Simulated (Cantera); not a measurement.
**SiCl4 + Cl2 + H2 (chlorosilane synthesis and conversion)**

A closed system holds: 1 mol SiCl4, 0.6 mol Cl2, 6.2 mol H2, at 775 °C and 0.460 bar.

Cantera equilibrium calculation (NASA polynomials, part measured and part estimated; ideal gas, pure solids and liquids). Candidate condensed phases: Si; 19 gas species. The tables' values for SiCl3 are old estimates; treat these amounts as uncertain. The numbers say what is thermodynamically allowed, not how fast it happens.

```
Quantity                             Result
--------------------------------  ---------
x(H2)                                 0.712
x(HCl)                                0.160
x(SiCl4)                              0.122
x(SiHCl3)                           0.00557
x(SiCl3)                           0.000305
x(SiH2Cl2)                          2.89e-5
x(SiCl2)                            1.40e-5
gas amount                        7.801 mol
log10 activity of Si(s) (absent)      -3.68
```
